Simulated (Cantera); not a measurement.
**Transport properties of process gases**

Gas mixture: NO = 0.093 (molar parts), at 10.0 bar, frozen composition.

Cantera's kinetic-theory transport with the Lennard-Jones parameters of GRI-Mech 3.0, ideal gas; thermal conductivity in the mixture-averaged form. The composition is frozen, though it would react at the higher temperatures.

| T (K) | ρ (kg/m³) | cp (J/kg/K) | μ (µPa s) | λ (mW/m/K) | Pr | D (cm²/s) H2 | D (cm²/s) NH3 | D (cm²/s) O |
|---|---|---|---|---|---|---|---|---|
| 400 | 9.02 | 998.6 | 23.1 | 32.4 | 0.712 | 0.128 | 0.0382 | 0.0534 |
| 600 | 6.01 | 1041 | 30.6 | 45.1 | 0.706 | 0.253 | 0.0803 | 0.106 |
| 800 | 4.51 | 1092 | 37.1 | 57.3 | 0.708 | 0.408 | 0.134 | 0.172 |
| 1000 | 3.61 | 1133 | 42.9 | 68.6 | 0.709 | 0.592 | 0.197 | 0.250 |
| 1200 | 3.01 | 1159 | 48.4 | 79.3 | 0.707 | 0.800 | 0.269 | 0.338 |
| 1400 | 2.58 | 1181 | 53.4 | 89.4 | 0.706 | 1.03 | 0.349 | 0.437 |
D: mixture-averaged diffusion coefficient of that species in the mixture.
